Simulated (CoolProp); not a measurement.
Vapour-liquid equilibrium of ammonia (1) + benzene (2) at 66.75 °C; x and y are mole fractions of (1).

Computed with CoolProp (multi-fluid Helmholtz-energy mixture model, Gao 2020 and Thol 2012; pair parameters Bell 2016).

```json
[
 {"x": "0.05", "bubble pressure, mixture model (bar)": "3.505", "bubble pressure, Raoult's law (bar)": "2.163", "y, mixture model": "0.808", "y, Raoult's law": "0.710"},
 {"x": "0.2", "bubble pressure, mixture model (bar)": "11.13", "bubble pressure, Raoult's law (bar)": "6.672", "y, mixture model": "0.937", "y, Raoult's law": "0.921"},
 {"x": "0.35", "bubble pressure, mixture model (bar)": "16.41", "bubble pressure, Raoult's law (bar)": "11.18", "y, mixture model": "0.957", "y, Raoult's law": "0.962"},
 {"x": "0.5", "bubble pressure, mixture model (bar)": "19.67", "bubble pressure, Raoult's law (bar)": "15.69", "y, mixture model": "0.965", "y, Raoult's law": "0.979"},
 {"x": "0.65", "bubble pressure, mixture model (bar)": "22.11", "bubble pressure, Raoult's law (bar)": "20.20", "y, mixture model": "0.971", "y, Raoult's law": "0.989"},
 {"x": "0.8", "bubble pressure, mixture model (bar)": "24.92", "bubble pressure, Raoult's law (bar)": "24.71", "y, mixture model": "0.979", "y, Raoult's law": "0.995"},
 {"x": "0.95", "bubble pressure, mixture model (bar)": "29.00", "bubble pressure, Raoult's law (bar)": "29.22", "y, mixture model": "0.993", "y, Raoult's law": "0.999"}
]
```

The largest gap from Raoult's law is +66.8 % in bubble pressure, at x = 0.2. No azeotrope shows between x = 0.05 and 0.95.

Pair parameters are fitted to limited data, so mixtures are less certain than the pure fluids. The gap from Raoult's law changes sign with composition, which may be real or a fault of the pair parameters; it wasn't checked against measurements. With so large a gap from Raoult's law the liquid may split in two, which this calculation doesn't test in full.
